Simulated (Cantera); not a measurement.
Charge: 1 mol borazine, 0.22 mol H₂O, held at 473 Torr.

Method: chemical equilibrium by Gibbs-energy minimisation in Cantera with the NASA 1993 tables (ideal gas, pure condensed phases). Candidate condensed phases: B, BN, B₂O₃, B₃O₃H₃, H₂O; 39 gas species. The feed counts by its element totals alone. Mutual solubility and eutectic melting of coexisting phases are not modelled. The numbers say what is thermodynamically allowed, not how fast it happens.

### Question
At 1798 K, list the 4 most abundant gas species with their mole fractions, and the condensed phases.

### Answer
H₂ 0.942, N₂ 0.0226, HBO 0.0162, HBO₂ 0.0107. Condensed: BN(s) + B₂O₃(l).
